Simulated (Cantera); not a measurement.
**Equilibrium for oxide etching and cleaning by halides: CuO + HF + N₂**

A closed system holds: 1 mol CuO, 5.8 mol HF, 0.42 mol N₂, equilibrated at 2.40 mbar.

Method: chemical equilibrium by Gibbs-energy minimisation in Cantera with the NASA 1993 tables (ideal gas, pure condensed phases). Candidate condensed phases: Cu, CuF₂, CuO, Cu(OH)₂, Cu₂O, H₂O; 45 gas species. Rates play no part.

```json
[
 {"T (K)": "823", "log p HF": "-2.65", "log p CuF": "-8.51", "log p Cu": "<-14", "log p N₂": "-3.79", "log p H₂O": "-6.66", "log p O₂": "-6.91", "n CuF₂(s)": "0.000523", "n CuO(s)": "0.998", "n Cu₂O(s)": "0.000636", "n Cu(l)": "0"},
 {"T (K)": "923", "log p HF": "-2.65", "log p CuF": "-7.06", "log p Cu": "-13.86", "log p N₂": "-3.79", "log p H₂O": "-6.57", "log p O₂": "-5.05", "n CuF₂(s)": "0", "n CuO(s)": "0.908", "n Cu₂O(s)": "0.0457", "n Cu(l)": "0"},
 {"T (K)": "1023", "log p HF": "-2.67", "log p CuF": "-6.13", "log p Cu": "-11.80", "log p N₂": "-3.81", "log p H₂O": "-6.06", "log p O₂": "-4.03", "n CuF₂(s)": "0", "n CuO(s)": "0", "n Cu₂O(s)": "0.498", "n Cu(l)": "0"},
 {"T (K)": "1123", "log p HF": "-2.67", "log p CuF": "-5.39", "log p Cu": "-9.91", "log p N₂": "-3.81", "log p H₂O": "-5.59", "log p O₂": "-4.03", "n CuF₂(s)": "0", "n CuO(s)": "0", "n Cu₂O(s)": "0.494", "n Cu(l)": "0"},
 {"T (K)": "1223", "log p HF": "-2.67", "log p CuF": "-4.82", "log p Cu": "-8.33", "log p N₂": "-3.81", "log p H₂O": "-5.10", "log p O₂": "-4.03", "n CuF₂(s)": "0", "n CuO(s)": "0", "n Cu₂O(s)": "0.479", "n Cu(l)": "0"},
 {"T (K)": "1323", "log p HF": "-2.68", "log p CuF": "-4.36", "log p Cu": "-6.99", "log p N₂": "-3.81", "log p H₂O": "-4.66", "log p O₂": "-4.04", "n CuF₂(s)": "0", "n CuO(s)": "0", "n Cu₂O(s)": "0.441", "n Cu(l)": "0"},
 {"T (K)": "1423", "log p HF": "-2.70", "log p CuF": "-3.99", "log p Cu": "-5.85", "log p N₂": "-3.82", "log p H₂O": "-4.28", "log p O₂": "-4.04", "n CuF₂(s)": "0", "n CuO(s)": "0", "n Cu₂O(s)": "0.355", "n Cu(l)": "0"},
 {"T (K)": "1523", "log p HF": "-2.74", "log p CuF": "-3.69", "log p Cu": "-4.92", "log p N₂": "-3.84", "log p H₂O": "-4.00", "log p O₂": "-3.91", "n CuF₂(s)": "0", "n CuO(s)": "0", "n Cu₂O(s)": "0", "n Cu(l)": "0.384"},
 {"T (K)": "1623", "log p HF": "-2.77", "log p CuF": "-3.57", "log p Cu": "-4.26", "log p N₂": "-3.85", "log p H₂O": "-3.87", "log p O₂": "-3.99", "n CuF₂(s)": "0", "n CuO(s)": "0", "n Cu₂O(s)": "0", "n Cu(l)": "0.0393"},
 {"T (K)": "1723", "log p HF": "-2.77", "log p CuF": "-3.64", "log p Cu": "-3.99", "log p N₂": "-3.86", "log p H₂O": "-3.94", "log p O₂": "-3.97", "n CuF₂(s)": "0", "n CuO(s)": "0", "n Cu₂O(s)": "0", "n Cu(l)": "0"},
 {"T (K)": "1823", "log p HF": "-2.76", "log p CuF": "-3.74", "log p Cu": "-3.83", "log p N₂": "-3.86", "log p H₂O": "-4.06", "log p O₂": "-3.93", "n CuF₂(s)": "0", "n CuO(s)": "0", "n Cu₂O(s)": "0", "n Cu(l)": "0"},
 {"T (K)": "1923", "log p HF": "-2.76", "log p CuF": "-3.86", "log p Cu": "-3.73", "log p N₂": "-3.87", "log p H₂O": "-4.19", "log p O₂": "-3.91", "n CuF₂(s)": "0", "n CuO(s)": "0", "n Cu₂O(s)": "0", "n Cu(l)": "0"}
]
```
log p: log10 of the partial pressure in bar; n: condensed amount in mol.

At 823 K the condensed part is CuF₂(s) + CuO(s) + Cu₂O(s). At 923 K the condensed part is CuO(s) + Cu₂O(s). From 1023 K to 1423 K the condensed part is Cu₂O(s). From 1523 K to 1623 K the condensed part is Cu(l). From 1723 K to 1923 K nothing is condensed. The main Cu-bearing gas is CuF₂ at 823 K and Cu at 1923 K.
